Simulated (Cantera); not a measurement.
What does this Cantera script print?

```python
import numpy as np
import cantera as ct

gas_names = [...]  # 87 gases of nasa_gas.yaml made of C, H, Si
cond_names = """
    C(gr) C6H6(L) C7H8(L) C8H18(L),n-octa Si(cr) Si(L) SiC(b)
""".split()


# ... load() reads the species with a 1 bar reference pressure and builds the phases ...
atoms = {
    'SiH4': {'Si': 1, 'H': 4},
    'H2': {'H': 2},
    'C2H4': {'C': 2, 'H': 4},
}
top_T = {'C(gr)': 4500, 'SiC(b)': 3050}  # K; cautious upper limits of use, not melting points


# ... equilibrate(T, P, feed) seeds the gas with the atoms and calls Mixture.equilibrate('TP', solver="vcs", rtol=1e-11, max_steps=5000) ...
results = []
feed = {'SiH4': 1, 'H2': 12, 'C2H4': 1}  # mol
T = 2348  # K
for P in [100, 220, 460, 1000, 2200, 4600, 10000, 22000, 46000, 100000]:
    mix = equilibrate(T, P, feed)
    results.append((T, P, feed, dict(zip(mix.species_names, mix.species_moles))))

top = {s: max(r[3][s] / sum(r[3][g] for g in gas_names) for r in results) for s in gas_names}
cols = sorted((s for s in top if top[s] > 1e-06), key=lambda s: -top[s])[:8]
seen = [c for c in cond_names if any(r[3].get(c, 0) > 1e-12 for r in results)]
print("log10 of partial pressures in bar; condensed amounts in mol")
print(f"{'P/Pa':>10s}" + "".join(f"{s[:9]:>10s}" for s in cols + seen))
for T, P, feed, n in results:
    ng = sum(n[g] for g in gas_names)
    print(f"{P:10.4g}" + "".join(f"{np.log10(max(n[s] / ng * P / 1e5, 1e-99)):10.3f}" for s in cols)
          + "".join(f"{n.get(c, 0):10.4g}" for c in seen))
```

It prints:

```
log10 of partial pressures in bar; condensed amounts in mol
      P/Pa        H2         H        Si      SiC2 C2H2,acet      Si2C       SiH       CH4     C(gr)    SiC(b)
       100    -3.197    -3.507    -4.385    -5.174    -5.459    -6.161    -6.455   -10.102      1.57         0
       220    -2.799    -3.308    -4.037    -4.827    -5.062    -5.465    -5.908    -9.308     1.556         0
       460    -2.443    -3.130    -3.730    -4.520    -4.706    -4.851    -5.423    -8.596     1.541         0
      1000    -2.070    -2.943    -3.636    -4.425    -4.332    -4.663    -5.142    -7.849     1.229    0.4359
      2200    -1.702    -2.760    -3.636    -4.425    -3.965    -4.663    -4.958    -7.114     1.008    0.7489
      4600    -1.368    -2.592    -3.636    -4.425    -3.630    -4.663    -4.791    -6.444    0.9149    0.8796
     1e+04    -1.021    -2.419    -3.636    -4.425    -3.283    -4.663    -4.618    -5.751    0.8687    0.9432
   2.2e+04    -0.672    -2.244    -3.636    -4.425    -2.935    -4.663    -4.443    -5.053    0.8464    0.9727
   4.6e+04    -0.348    -2.082    -3.636    -4.425    -2.610    -4.663    -4.281    -4.405    0.8356    0.9857
     1e+05    -0.008    -1.912    -3.636    -4.425    -2.270    -4.663    -4.111    -3.725    0.8285    0.9922
```

These are equilibrium values from Cantera (NASA tables, ideal gas, pure condensed phases), not measurements of a reactor. Gases not in the tables: Si2H6 and higher silanes.
